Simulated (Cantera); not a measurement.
# Low-pressure radical oxidation in H2/O2

A perfectly stirred reactor is fed with 11.5 % H2, 88.5 % O2, equivalence ratio 0.065, at 0.00454 atm; it is held at 925 K, and followed from long to short residence time.

Detailed kinetics in Cantera: GRI-Mech 3.0 (53 species, 325 reactions). Radical loss at walls, strong at low pressure, is not modelled. Below about 950 K walls govern HO2 and H2O2 in real vessels. The temperature is held fixed by assumption; the heat of reaction is taken as removed at once.

```
τ (s)       x H2   x O2      x OH    x HO2   x H2O
------  --------  -----  --------  -------  ------
26      0.000312  0.877  0.000235  1.97e-6   0.122
12      0.000494  0.877  0.000312  2.48e-6   0.121
5.2     0.000804  0.876  0.000427  3.07e-6   0.121
2.4      0.00125  0.876  0.000575  3.63e-6   0.120
1.1      0.00196  0.874  0.000781  4.16e-6   0.119
0.48     0.00313  0.871   0.00108  4.62e-6   0.116
0.22     0.00489  0.868   0.00145  4.93e-6   0.112
0.097    0.00782  0.862   0.00193  5.06e-6   0.105
0.044     0.0124  0.855   0.00244  4.97e-6  0.0942
0.020     0.0200  0.850   0.00292  4.72e-6  0.0807
0.0089    0.0336  0.850   0.00321  4.33e-6  0.0642
```
x: mole fraction; the columns are a selection and need not sum to one.
